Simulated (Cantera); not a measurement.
Premixed flame

A freely propagating, adiabatic, planar premixed flame of C2H6 : O2 : N2 : H2O : H2 = 1 : 2.5 : 9.4 : 0.38 : 0.51 (molar parts), equivalence ratio 1.5, unburnt at 325 K and 0.365 atm; mixture-averaged transport, grid criteria slope 0.08 and curve 0.16, no radiation.

Detailed kinetics in Cantera: GRI-Mech 3.0 (53 species, 325 reactions). Burning velocities carry a grid error of a few per cent, more on coarse grids.

| z (mm) | T (K) | u (m/s) | x C2H6 | x O2 | x H2O | x H2 | x CO | x CH2O |
|---|---|---|---|---|---|---|---|---|
| -4.24 | 325 | 0.318 | 0.0724 | 0.181 | 0.0275 | 0.0385 | 4.82e-6 | 5.25e-8 |
| -2.82 | 329 | 0.323 | 0.0722 | 0.180 | 0.0278 | 0.0415 | 7.92e-5 | 1.41e-6 |
| -2.12 | 343 | 0.338 | 0.0717 | 0.179 | 0.0290 | 0.0456 | 0.000433 | 1.04e-5 |
| -1.41 | 442 | 0.442 | 0.0692 | 0.170 | 0.0385 | 0.0539 | 0.00366 | 0.000142 |
| -0.706 | 903 | 0.935 | 0.0478 | 0.126 | 0.0833 | 0.0660 | 0.0257 | 0.00142 |
| -0.353 | 1292 | 1.38 | 0.0211 | 0.0828 | 0.121 | 0.0721 | 0.0512 | 0.00177 |
| 0 | 1642 | 1.79 | 0.00164 | 0.0370 | 0.157 | 0.0748 | 0.0793 | 0.000535 |
| 0.353 | 1815 | 1.99 | 1.44e-5 | 0.0115 | 0.175 | 0.0736 | 0.0909 | 0.000115 |
| 0.706 | 1875 | 2.05 | 4.12e-7 | 0.00319 | 0.179 | 0.0737 | 0.0914 | 3.11e-5 |
| 1.41 | 1904 | 2.08 | <1e-8 | 0.000310 | 0.177 | 0.0760 | 0.0885 | 4.20e-6 |
| 2.82 | 1915 | 2.09 | <1e-8 | 5.45e-5 | 0.175 | 0.0781 | 0.0863 | 3.42e-7 |
| 5.65 | 1923 | 2.10 | <1e-8 | 3.74e-5 | 0.174 | 0.0788 | 0.0859 | 1.13e-8 |
| 11.3 | 1932 | 2.10 | <1e-8 | 2.29e-5 | 0.175 | 0.0791 | 0.0862 | <1e-8 |
x: mole fraction of selected species; z is measured from the peak of heat release.

The laminar burning velocity is 31.8 cm/s. The thermal thickness is 1.41 mm. The peak x(CO) is 0.0918, the peak x(CH2O) comes out as 0.00190 and the grid points is 148.
